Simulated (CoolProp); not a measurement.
Saturation properties of carbonyl sulfide (Tc = 105.6 °C, pc = 6.369 MPa, ω = 0.098).

Model: reference Helmholtz-energy equation of state, Lemmon 2006, in CoolProp. It is a short technical equation, of lower accuracy than the large ones.

```
T (°C)  p (MPa)  liquid density (kg/m³)  enthalpy of vaporisation (kJ/kg)  vapour Z  surface tension (mN/m)
------  -------  ----------------------  --------------------------------  --------  ----------------------
-47.95   0.1121                    1170                             307.4    0.9695                    20.3
-43.95   0.1339                    1161                             304.7    0.9654                    19.6
-39.95   0.1589                    1152                             301.9    0.9610                    18.9
-35.95   0.1874                    1143                             299.1    0.9562                    18.1
-31.95   0.2195                    1134                             296.2    0.9511                    17.4
-27.95   0.2558                    1125                             293.2    0.9457                    16.7
-23.95   0.2964                    1116                             290.2    0.9398                    16.0
-19.95   0.3418                    1107                             287.1    0.9336                    15.3
-16.05   0.3909                    1098                             284.0    0.9272                    14.7
-12.05   0.4466                    1088                             280.7    0.9202                    14.0
-8.05    0.5080                    1078                             277.3    0.9128                    13.3
-4.05    0.5754                    1068                             273.9    0.9050                    12.7
```

It boils at -50.2 °C under 1 atm.

Surface tension comes from a separate correlation (Mulero 2012).
